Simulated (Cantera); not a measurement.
**Equilibrium for iron carbonyl, mercury and lead vapours: Hg + H2 + O2**

Charge: 1 mol Hg, 13 mol H2, 0.011 mol O2, equilibrated at 902 °C and 900000 Pa.

Method: chemical equilibrium by Gibbs-energy minimisation in Cantera with the NASA 1993 tables (ideal gas, pure condensed phases). Candidate condensed phases: H2O, Hg, HgO; 10 gas species. Kinetics and transport are ignored.

```
Quantity                             Result
--------------------------------  ---------
x(H2)                                 0.927
x(Hg)                                0.0714
x(H2O)                              0.00157
gas amount                        14.00 mol
log10 activity of Hg(l) (absent)      -2.41
```
